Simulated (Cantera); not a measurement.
A perfectly stirred reactor is fed with H₂ : O₂ : N₂ = 1 : 0.48 : 1.86 (molar parts), equivalence ratio 1.0, at 2.30 bar; it is adiabatic with a 425 K inlet, and is followed from long to short residence time, starting on the burning branch (τ in s: 0.19, 0.051, 0.014, 0.0039, 0.0011, 0.00029, 7.9e-05, 2.2e-05, 6e-06).

Model: GRI-Mech 3.0 (53 species, 325 reactions), integrated in Cantera. The hydrogen kinetics of GRI-Mech 3.0 are dated; newer H2 mechanisms differ, most at raised pressure.

Q: Predict: blow-out, bracketed by the residence times tried; x(H₂) at τ = 0.190 s; x(O₂) at τ = 0.190 s; x(NO) at τ = 0.190 s; x(NO₂) at τ = 0.190 s; x(O) at τ = 0.190 s; x(H₂) at τ = 1.10 ms; x(O₂) at τ = 1.10 ms; x(NO) at τ = 1.10 ms; x(NO₂) at τ = 1.10 ms; x(O) at τ = 1.10 ms.

A: 
```json
{
  "blow_out_bracketed_by_the_residence_times_tried": "burning at 6.00 µs, the shortest tried",
  "x(H₂) at τ = 0.190 s": "0.0227",
  "x(O₂) at τ = 0.190 s": "0.00226",
  "x(NO) at τ = 0.190 s": "0.00194",
  "x(NO₂) at τ = 0.190 s": "2.80e-7",
  "x(O) at τ = 0.190 s": "0.000388",
  "x(H₂) at τ = 1.10 ms": "0.0305",
  "x(O₂) at τ = 1.10 ms": "0.00636",
  "x(NO) at τ = 1.10 ms": "0.000363",
  "x(NO₂) at τ = 1.10 ms": "5.86e-8",
  "x(O) at τ = 1.10 ms": "0.00138"
}
```
